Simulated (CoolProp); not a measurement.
Vapour-liquid equilibrium of R134a (1) + R236FA (2) at 0.0381 MPa; x and y are mole fractions of (1).

Computed with CoolProp (multi-fluid Helmholtz-energy mixture model, Tillner-Roth 1994 and Pan 2012; pair parameters Bell 2016).

Give the bubble temperature and the first vapour's composition at x = 0.55, 0.65, 0.75. Is there an azeotrope?

x = 0.55: -38.1 °C, y = 0.803; x = 0.65: -40.0 °C, y = 0.863; x = 0.75: -41.8 °C, y = 0.912. No azeotrope shows between x = 0.05 and 0.95.

Pair parameters are fitted to limited data, so mixtures are less certain than the pure fluids.
